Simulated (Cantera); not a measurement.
Feed: 1 mol SiF4, 0.24 mol NH3, 52 mol N2, at 1.00 Torr.

Cantera equilibrium calculation (NASA polynomials, part measured and part estimated; ideal gas, pure solids and liquids). Candidate condensed phases: Si, Si3N4; 37 gas species. The tables' values for SiF3, SiF2 are old estimates; treat these amounts as uncertain. Equilibrium is a limit: real reactors are often held back by kinetics, nucleation or transport. All values below are at 1400 K.

Base state: N2 0.974, SiF4 0.0170, H2 0.00583, HF 0.00177, SiF3 0.00156, SiF2 9.79e-5, SiHF3 1.28e-5, H 1.02e-5 (mole fractions); condensed: gas only.

Task: What changes in the equilibrium state with this change: pressure from 1.00 Torr to 0.105 Torr?

Result: 
```tsv
species	before	after
N2	0.974	0.973
SiF4	0.0170	0.0159
H2	0.00583	0.00519
HF	0.00177	0.00302
SiF3	0.00156	0.00248
H	1.02e-5	2.96e-5
SiF2	9.79e-5	0.000266
SiHF3	1.28e-5	6.22e-6
```
